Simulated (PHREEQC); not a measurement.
Brine: speciation

Make-up at 25 °C: 3 mol/kgw MgCl2, 0.04 mol/kgw MgSO4 and 1.6 mol/kgw LiCl. Closed to the air; pH follows from the charge balance.

The numbers come from PHREEQC with the Pitzer model, pitzer.dat.

* **ionic strength**: 10.8 mol/kgw
* **activity of water**: 0.595
* **density**: 1.220 g/cm³
* **osmotic coefficient**: 2.348

```csv
species,molality,activity,log γ
Cl-,7.60,5.67,-0.127
Mg+2,3.04,594,2.291
Li+,1.60,39.9,1.397
SO4-2,0.0400,5.08e-5,-2.896
MgOH+,2.65e-6,5.85e-6,0.344
H+,2.05e-6,9.37e-5,1.660
HSO4-,6.07e-7,4.53e-7,-0.127
OH-,4.54e-9,6.42e-11,-1.849
```

No solid was allowed to form. Species that the database lacks are ignored.
